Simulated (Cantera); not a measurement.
Input (Python, Cantera) and output of one run.

```python
import numpy as np
import cantera as ct

gas_names = [...]  # 77 gases of nasa_gas.yaml made of C, H, Ti
cond_names = """
    C(gr) C6H6(L) C7H8(L) C8H18(L),n-octa Ti(a) Ti(b) Ti(L) TiC(s) TiC(L)
""".split()


# ... load() reads the species with a 1 bar reference pressure and builds the phases ...
atoms = {
    'Ti': {'Ti': 1},
    'C3H8': {'C': 3, 'H': 8},
    'H2': {'H': 2},
}
top_T = {'C(gr)': 4500}  # K; cautious upper limits of use, not melting points


# ... equilibrate(T, P, feed) seeds the gas with the atoms and calls Mixture.equilibrate('TP', solver="vcs", rtol=1e-11, max_steps=5000) ...
results = []
feed = {'Ti': 1, 'C3H8': 0.13, 'H2': 19}  # mol
P = 133.322  # Pa
for T in [1973, 1998, 2023, 2048, 2073, 2098, 2123, 2148, 2173, 2198, 2223]:
    mix = equilibrate(T, P, feed)
    results.append((T, P, feed, dict(zip(mix.species_names, mix.species_moles))))

top = {s: max(r[3][s] / sum(r[3][g] for g in gas_names) for r in results) for s in gas_names}
cols = sorted((s for s in top if top[s] > 1e-05), key=lambda s: -top[s])[:6]
seen = [c for c in cond_names if any(r[3].get(c, 0) > 1e-12 for r in results)]
print("log10 of partial pressures in bar; condensed amounts in mol")
print(f"{'T/K':>10s}" + "".join(f"{s[:9]:>10s}" for s in cols + seen))
for T, P, feed, n in results:
    ng = sum(n[g] for g in gas_names)
    print(f"{T:10.4g}" + "".join(f"{np.log10(max(n[s] / ng * P / 1e5, 1e-99)):10.3f}" for s in cols)
          + "".join(f"{n.get(c, 0):10.4g}" for c in seen))
```

Output:

```
log10 of partial pressures in bar; condensed amounts in mol
       T/K        H2         H        Ti     Ti(L)    TiC(s)
      1973    -2.893    -4.317    -5.159    0.5062      0.39
      1998    -2.897    -4.243    -5.014    0.4641      0.39
      2023    -2.902    -4.173    -4.873    0.4067      0.39
      2048    -2.908    -4.104    -4.735    0.3284      0.39
      2073    -2.915    -4.037    -4.601    0.2224      0.39
      2098    -2.923    -3.973    -4.470   0.07935      0.39
      2123    -2.931    -3.911    -4.414         0      0.39
      2148    -2.938    -3.849    -4.417         0      0.39
      2173    -2.946    -3.789    -4.421         0      0.39
      2198    -2.955    -3.732    -4.425         0      0.39
      2223    -2.965    -3.676    -4.429         0      0.39
```

These are equilibrium values from Cantera (NASA tables, ideal gas, pure condensed phases), not measurements of a reactor. Mutual solubility and eutectic melting of coexisting phases are not modelled. TiC: taken at fixed stoichiometry. Condensed phases not in the tables: N, O or C dissolved in the metal.
